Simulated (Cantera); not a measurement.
Charge: 1 mol PbO, 0.17 mol H2, 38 mol N2, equilibrated at 1400 K and 2.80 bar.

These are equilibrium values from Cantera (NASA tables, ideal gas, pure condensed phases), not measurements of a reactor. Candidate condensed phases: H2O, Pb, PbO, PbO2, Pb3O4; 27 gas species. Each liquid is taken as pure. Mutual solubility and eutectic melting of coexisting phases are not modelled. Gases not in the tables: (PbO)n polymers. The numbers say what is thermodynamically allowed, not how fast it happens.

Base state: N2 0.992, H2O 0.00443, Pb 0.00311, PbO 0.000799 (mole fractions); condensed: Pb(l) + PbO(l).

Problem. What changes in the equilibrium state with this change: temperature from 1400 K to 1373 K?

Solution. 
```tsv
species	before	after
N2	0.992	0.993
H2O	0.00443	0.00444
Pb	0.00311	0.00229
PbO	0.000799	0.000532
Pb(l), mol	0.0506	0.0822
PbO(l), mol	0.799	0.810
```

Problem. What changes in the equilibrium state with this change: H2 from 0.17 to 0.045 mol?

Solution. 
| species | before | after |
|---|---|---|
| N2 | 0.992 | 0.997 |
| Pb | 0.00311 | 0.00118 |
| H2O | 0.00443 | 0.00118 |
| PbO | 0.000799 | 0.000799 |
| Pb(l), mol | 0.0506 | 0 |
| PbO(l), mol | 0.799 | 0.924 |

Problem. What changes in the equilibrium state with this change: H2 from 0.17 to 6.2 mol?

Solution. 
```json
[
 {"species": "N2", "before": "0.992", "after": "0.857"},
 {"species": "H2", "before": "3.25e-6", "after": "0.117"},
 {"species": "H2O", "before": "0.00443", "after": "0.0226"},
 {"species": "Pb", "before": "0.00311", "after": "0.00311"},
 {"species": "PbO", "before": "0.000799", "after": "1.13e-7"},
 {"species": "Pb(l), mol", "before": "0.0506", "after": "0.862"},
 {"species": "PbO(l), mol", "before": "0.799", "after": "0"}
]
```
